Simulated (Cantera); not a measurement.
Input: 1 mol Pb, 13 mol NH3, 5.2 mol N2, 1.3 mol CO, equilibrated at 0.0190 bar.

Equilibrium computed with Cantera from the NASA thermochemical tables; the gas is ideal and each condensed phase is pure. Candidate condensed phases: C, C6H6, C7H8, C8H18, H2O, Pb, PbO, PbO2, Pb3O4; 139 gas species. The numbers say what is thermodynamically allowed, not how fast it happens.

Question: At 1550 K, list the 4 most abundant gas species with their mole fractions, and the condensed phases.

Answer: H2 0.582, N2 0.349, CO 0.0388, Pb 0.0298. Condensed: gas only.
